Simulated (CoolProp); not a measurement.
Vapour-liquid equilibrium of propane (1) + n-pentane (2) at 0.0411 MPa; x and y are mole fractions of (1).

Values from CoolProp's multi-fluid Helmholtz-energy mixture model, Lemmon 2009 and Thol 2019; pair parameters Kunz 2012.

| x | bubble temperature (°C) | y at the bubble point | dew temperature at overall composition x (°C) | liquid density (mol/L) |
|---|---|---|---|---|
| 0.05 | ? | 0.576 | ? | 9.115 |
| 0.15 | -26.6 | 0.866 | 8.2 | 9.599 |
| 0.25 | -36.7 | 0.935 | 5.4 | 10.01 |
| 0.35 | -42.9 | 0.961 | 2.3 | 10.43 |
| 0.45 | -47.3 | 0.975 | -1.2 | 10.87 |
| 0.55 | -50.6 | ? | -5.3 | 11.34 |
| 0.65 | -53.4 | 0.989 | -10.2 | 11.84 |
| 0.75 | -55.7 | ? | -16.3 | 12.36 |
| 0.85 | -57.8 | 0.996 | -24.8 | 12.88 |
| 0.95 | -59.8 | 0.999 | -40.0 | 13.40 |

Question: What belongs in the gaps?

Answer: 
- 0.05, bubble temperature (°C): -6.5
- 0.05, dew temperature at overall composition x (°C): 10.8
- 0.55, y at the bubble point: 0.983
- 0.75, y at the bubble point: 0.993

No azeotrope shows between x = 0.05 and 0.95.

Pair parameters are fitted to limited data, so mixtures are less certain than the pure fluids.
